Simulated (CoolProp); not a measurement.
A closed Brayton cycle with dry air: compressor inlet 320.15 K and 7 MPa, high pressure 22.5 MPa, turbine inlet 800 K, compressor efficiency 0.89, turbine efficiency 0.93, recuperator effectiveness 0.95 (on enthalpy, no pinch check). Each further row changes one setting.

Values from CoolProp's reference Helmholtz-energy equation of state, Lemmon 2000. It is a pseudo-pure fit of the blend.

```tsv
case	thermal efficiency (%)	net work (kJ/kg)	compressor to turbine work	compressor exit (K)	turbine exit (K)
as stated	31.9	75.7	0.66	464.4	599.5
turbine inlet 750 K	27.8	61.5	0.71	464.4	560.2
compressor inlet 330.15 K	30.0	70.7	0.69	478.6	599.5
high pressure 19.1 MPa	34.1	72.4	0.63	441.3	624.5
recuperator effectiveness 0.5	25.1	75.7	0.66	464.4	599.5
```
